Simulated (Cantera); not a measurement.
A perfectly stirred reactor is fed with 6.11 % CO, 4.70 % H₂, 0.611 % CH₄, 7.39 % O₂, 81.2 % N₂, equivalence ratio 0.90, at 1430 Torr; it is adiabatic with a 673 K inlet, and is followed from long to short residence time, starting on the burning branch (τ in s: 0.33, 0.092, 0.026, 0.0071, 0.002, 0.00054, 0.00015, 4.2e-05, 1.2e-05).

Computed with Cantera and GRI-Mech 3.0 (53 species, 325 reactions).

**Question.** Predict: blow-out, bracketed by the residence times tried; x(CO) at τ = 0.330 s; x(H₂) at τ = 0.330 s; x(CH₄) at τ = 0.330 s; x(H₂O) at τ = 0.330 s; x(CO₂) at τ = 0.330 s; x(CO) at τ = 2.00 ms; x(H₂) at τ = 2.00 ms; x(CH₄) at τ = 2.00 ms; x(H₂O) at τ = 2.00 ms; x(CO₂) at τ = 2.00 ms.

**Answer.** blow-out, bracketed by the residence times tried: burning at 0.540 ms, out at 0.150 ms
x(CO) at τ = 0.330 s: 0.000655
x(H₂) at τ = 0.330 s: 0.000156
x(CH₄) at τ = 0.330 s: 6.58e-7
x(H₂O) at τ = 0.330 s: 0.0622
x(CO₂) at τ = 0.330 s: 0.0703
x(CO) at τ = 2.00 ms: 0.00952
x(H₂) at τ = 2.00 ms: 0.00216
x(CH₄) at τ = 2.00 ms: 1.77e-5
x(H₂O) at τ = 2.00 ms: 0.0586
x(CO₂) at τ = 2.00 ms: 0.0609
